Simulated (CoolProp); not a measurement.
Model: reference Helmholtz-energy equation of state, Thol 2019, in CoolProp.

**Question.** Give the vapour pressure (bar), enthalpy of vaporisation (kJ/kg), liquid cp (kJ/(kg K)), surface tension (mN/m) of saturated dodecamethylpentasiloxane (MD3M) at 576.2 K.

**Answer.** 
| T (K) | p (bar) | enthalpy of vaporisation (kJ/kg) | liquid cp (kJ/(kg K)) | surface tension (mN/m) |
|---|---|---|---|---|
| 576.2 | 4.24 | 76.2 | 2.39 | 1.75 |

Surface tension comes from a separate correlation (Mulero 2014), older than this fluid's equation and unchecked against measurements.
